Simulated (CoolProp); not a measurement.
Sulfur hexafluoride at 331.09 K and 4.9 MPa flows at 4.6 m/s in a round tube of 12.7 mm bore and 0.25 µm roughness, fully developed (64/Re and Nu = 3.66 if laminar; Colebrook and Gnielinski if turbulent). Each further row changes one setting.

Values from CoolProp's reference Helmholtz-energy equation of state, Guder 2009.

```tsv
case	Reynolds number	Darcy friction factor	pressure drop (Pa/m)	heat-transfer coefficient (W/(m² K))	mass flow (kg/h)
as stated	1030000	?	?	10800	1670
velocity 9.2 m/s	2070000	0.0110	29200	?	3350
diameter 25.4 mm	2070000	?	?	?	6700
```

Some entries are withheld; supply them.


- as stated, Darcy friction factor: 0.0120
- as stated, pressure drop (Pa/m): 7990
- velocity 9.2 m/s, heat-transfer coefficient (W/(m² K)): 20200
- diameter 25.4 mm, Darcy friction factor: 0.0107
- diameter 25.4 mm, pressure drop (Pa/m): 3550
- diameter 25.4 mm, heat-transfer coefficient (W/(m² K)): 9850

Viscosity comes from a separate model (Quiñones-Cisneros 2012). Thermal conductivity comes from a separate model (Assael 2012).
